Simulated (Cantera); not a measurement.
A closed system holds: 1 mol borazine, a varied amount of H₂O, 0.12 mol N₂, at 2100 K and 0.000680 bar.

Equilibrium computed with Cantera from the NASA thermochemical tables; the gas is ideal and each condensed phase is pure. Candidate condensed phases: B, BN, B₂O₃, B₃O₃H₃, H₂O; 39 gas species. The feed counts by its element totals alone. The tables' values for BH₂ are old estimates; treat these amounts as uncertain. Equilibrium is a limit: real reactors are often held back by kinetics, nucleation or transport.

**Question.** At 0.37 mol H₂O, list the 6 most abundant gas species with their mole fractions, and the condensed phases.

**Answer.** H₂ 0.553, N₂ 0.292, H 0.0888, BO 0.0425, HBO 0.0200, B₂O₂ 0.00171. Condensed: B(s).
